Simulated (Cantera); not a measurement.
A freely propagating, adiabatic, planar premixed flame of CH4 : O2 : N2 = 1 : 1.54 : 5.78 (molar parts), equivalence ratio 1.3, unburnt at 398 K and 1.00 bar; unity-Lewis-number transport, grid criteria slope 0.08 and curve 0.16, no radiation.

Computed with Cantera and GRI-Mech 3.0 (53 species, 325 reactions). Unity Lewis numbers drop preferential diffusion, which matters most where H2 and H carry the flame. Burning velocities carry a grid error of a few per cent, more on coarse grids.

### Question
Predict: laminar burning velocity; thermal thickness; peak x(CO); peak x(O).

### Answer
| Quantity | Result |
|---|---|
| laminar burning velocity | 26.5 cm/s |
| thermal thickness | 0.706 mm |
| peak x(CO) | 0.0666 |
| peak x(O) | 0.000619 |
